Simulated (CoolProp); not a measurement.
Vapour-liquid equilibrium of n-octane (1) + p-xylene (2) at 0.00182 MPa; x and y are mole fractions of (1).

The numbers come from the multi-fluid Helmholtz-energy mixture model, Beckmüller 2019 and Zhou 2012; pair parameters Bell 2016 in CoolProp.

### Question
Give the bubble temperature and the first vapour's composition at x = 0.05, 0.35, 0.65. Is there an azeotrope?

### Answer
x = 0.05: 31.7 °C, y = 0.105; x = 0.35: 27.7 °C, y = 0.482; x = 0.65: 25.8 °C, y = 0.722. No azeotrope shows between x = 0.05 and 0.95.

Pair parameters are fitted to limited data, so mixtures are less certain than the pure fluids.
